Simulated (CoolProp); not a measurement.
Saturation properties of R1336mzz(Z) (Tc = 444.5 K, pc = 2904 kPa, ω = 0.386).

Values from CoolProp's reference Helmholtz-energy equation of state, McLinden 2020.

```
T (K)  p (kPa)  enthalpy of vaporisation (kJ/kg)  liquid cp (kJ/(kg K))
-----  -------  --------------------------------  ---------------------
278.1    31.30                             177.3                  1.179
287.1    46.76                             173.4                  1.198
296.1    67.84                             169.4                  1.216
305.1    95.87                             165.3                  1.235
314.1    132.3                             161.0                  1.254
323.1    178.8                             156.5                  1.274
332.1    237.0                             151.9                  1.294
341.1    308.9                             147.0                  1.315
350.1    396.3                             141.9                  1.338
359.1    501.5                             136.4                  1.363
368.1    626.6                             130.5                  1.391
377.1    773.9                             124.2                  1.424
386.1    946.1                             117.4                  1.463
```

It boils at 306.6 K under 1 atm.
